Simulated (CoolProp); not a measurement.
Model: reference Helmholtz-energy equation of state, Kamei 1995, in CoolProp.

**Question.** For R22, give the phase and the cv (kJ/(kg K)) at 226.85 °C and 2.08 bar.

**Answer.** 
- 226.85 °C and 2.08 bar: gas; cv 0.756
